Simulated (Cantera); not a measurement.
A closed system holds: 1 mol Cr, 11 mol N₂, 89 mol H₂, at 2027 °C and 9.50 bar.

Cantera equilibrium calculation (NASA polynomials, part measured and part estimated; ideal gas, pure solids and liquids). Candidate condensed phases: Cr, CrN, Cr₂N; 11 gas species. The numbers say what is thermodynamically allowed, not how fast it happens.

What is the equilibrium state?


```json
{
  "x(H₂)": "0.885",
  "x(N₂)": "0.110",
  "x(H)": "0.00295",
  "x(Cr)": "0.00201",
  "x(NH₃)": "3.41e-5",
  "n(Cr(l))": "0.798 mol",
  "gas_amount": "100.3 mol"
}
```
